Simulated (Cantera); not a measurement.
Feed: 1 mol c-C₄F₈, 0.9 mol CH₄, equilibrated at 900 K and 1330 Pa.

These are equilibrium values from Cantera (NASA tables, ideal gas, pure condensed phases), not measurements of a reactor. Candidate condensed phases: C, C₆H₆, C₇H₈, C₈H₁₈; 95 gas species. The feed counts by its element totals alone. Gases not in the tables: C₂F₆ and larger saturated fluorocarbons. Equilibrium is a limit: real reactors are often held back by kinetics, nucleation or transport.

Question: What is the equilibrium state?

Answer: 
| Quantity | Value |
|---|---|
| x(HF) | 0.766 |
| x(CF₄) | 0.234 |
| n(C(graphite)) | 3.80 mol |
| gas amount | 4.700 mol |
